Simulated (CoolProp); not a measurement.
A Linde-Hampson liquefier for normal hydrogen: isothermal reversible compression at 290 K from 1 atm to 10 MPa, throttling to 1 atm, return gas leaving the recuperator 2 K below the feed. Each further row changes one setting.

Values from CoolProp's reference Helmholtz-energy equation of state, Leachman 2009.

```csv
case,compression work (kJ/kg of gas)
as stated,5560
high pressure 20 MPa,6470
warm-end temperature 320 K,6130
warm-end gap 7 K,5560
```
